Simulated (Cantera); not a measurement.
Input (Python, Cantera) and output of one run.

```python
import numpy as np
import cantera as ct

gas_names = """
    B BCL BCLF BCL2 BCL3 BF BF2 BF3 BH BHF2 BH2 BH3 BN B2 CL CLF CLF3 CL2 F F2 H HCL HF H2 H2F2 H3F3
    H4F4 H5F5 H6F6 H7F7 N NF NF2 NF3 NH NH2 NH3 N2 N2H2 N2H4
""".split()
cond_names = """
    B(b) B(L) BN(s) NH4CL(a) NH4CL(b)
""".split()


def load(file, names, dense=False):
    # The tables refer to 1 bar. Condensed volumes are neglected.
    table = {s.name: s for s in ct.Species.list_from_file(file)}
    out = []
    for n in names:
        d = dict(table[n].input_data)
        d["thermo"] = dict(d["thermo"], **{"reference-pressure": 1e5})
        if dense:
            d["equation-of-state"] = {"model": "constant-volume", "density": "1e6 g/cm^3"}
        out.append(ct.Species.from_dict(d))
    return out


gas = ct.Solution(thermo="ideal-gas", species=load("nasa_gas.yaml", gas_names))
cond = {s.name: ct.Solution(thermo="fixed-stoichiometry", species=[s], name=s.name)
        for s in load("nasa_condensed.yaml", cond_names, dense=True)}
atoms = {
    'BN': {'B': 1, 'N': 1},
    'F2': {'F': 2},
    'N2': {'N': 2},
    'HCl': {'H': 1, 'CL': 1},
}
top_T = {'BN(s)': 3200}  # K; cautious upper limits of use, not melting points


def equilibrate(T, P, feed):
    n = {}
    for name, mol in feed.items():
        for a, k in atoms[name].items():
            n[a] = n.get(a, 0.0) + k * mol
    gas.TPX = T, P, n
    mass = sum(n.values()) * gas.mean_molecular_weight
    gas.equilibrate("TP")
    valid = [c for c in cond.values() if c.min_temp <= T <= top_T.get(c.name, c.max_temp)]
    mix = ct.Mixture([(gas, mass / gas.mean_molecular_weight)] + [(c, 0.0) for c in valid])
    mix.T, mix.P = T, P
    mix.equilibrate("TP", solver="vcs", rtol=1e-11, max_steps=5000)
    return mix


results = []
feed = {'BN': 1, 'F2': 7, 'N2': 0.78, 'HCl': 7.3}  # mol
P = 29  # Pa
for T in [923, 1023, 1123, 1223, 1323, 1423, 1523, 1623, 1723, 1823, 1923, 2023, 2123]:
    mix = equilibrate(T, P, feed)
    results.append((T, P, feed, dict(zip(mix.species_names, mix.species_moles))))

top = {s: max(r[3][s] / sum(r[3][g] for g in gas_names) for r in results) for s in gas_names}
cols = sorted((s for s in top if top[s] > 0.001), key=lambda s: -top[s])[:7]
seen = [c for c in cond_names if any(r[3].get(c, 0) > 1e-12 for r in results)]
print("log10 of partial pressures in bar; condensed amounts in mol")
print(f"{'T/K':>10s}" + "".join(f"{s[:9]:>10s}" for s in cols + seen))
for T, P, feed, n in results:
    ng = sum(n[g] for g in gas_names)
    print(f"{T:10.4g}" + "".join(f"{np.log10(max(n[s] / ng * P / 1e5, 1e-99)):10.3f}" for s in cols)
          + "".join(f"{n.get(c, 0):10.4g}" for c in seen))
```

It prints:

```
log10 of partial pressures in bar; condensed amounts in mol
       T/K        HF        CL       CLF         F       CL2        N2       BF3
       923    -3.853    -6.183    -4.151    -6.386    -4.463    -4.610    -4.717
      1023    -3.857    -5.500    -4.165    -5.661    -4.471    -4.613    -4.720
      1123    -3.867    -4.947    -4.217    -5.094    -4.497    -4.624    -4.731
      1223    -3.893    -4.512    -4.355    -4.685    -4.577    -4.649    -4.756
      1323    -3.933    -4.212    -4.644    -4.438    -4.787    -4.689    -4.796
      1423    -3.967    -4.061    -5.103    -4.329    -5.181    -4.723    -4.830
      1523    -3.981    -4.009    -5.643    -4.295    -5.683    -4.737    -4.845
      1623    -3.986    -3.994    -6.169    -4.286    -6.187    -4.742    -4.849
      1723    -3.987    -3.990    -6.650    -4.284    -6.651    -4.743    -4.850
      1823    -3.988    -3.989    -7.082    -4.283    -7.070    -4.744    -4.851
      1923    -3.988    -3.988    -7.471    -4.282    -7.447    -4.744    -4.851
      2023    -3.988    -3.988    -7.822    -4.282    -7.788    -4.744    -4.851
      2123    -3.989    -3.989    -8.141    -4.281    -8.098    -4.744    -4.852
```

Cantera equilibrium calculation (NASA polynomials, part measured and part estimated; ideal gas, pure solids and liquids). The tables' values for BF2 are old estimates; treat these amounts as uncertain.
